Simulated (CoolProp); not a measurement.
The numbers come from the reference Helmholtz-energy equation of state, Lemmon 2006 in CoolProp. It is a short technical equation, of lower accuracy than the large ones.

### Question
For acetone, give the phase and the Z, speed of sound (m/s), Joule-Thomson coefficient (K/MPa) at 447 K and 82.4 bar; 461.2 K and 82.4 bar.

### Answer
- 447 K and 82.4 bar: liquid; Z 0.212, speed of sound 608, Joule-Thomson coefficient 0.107
- 461.2 K and 82.4 bar: liquid; Z 0.214, speed of sound 551, Joule-Thomson coefficient 0.230
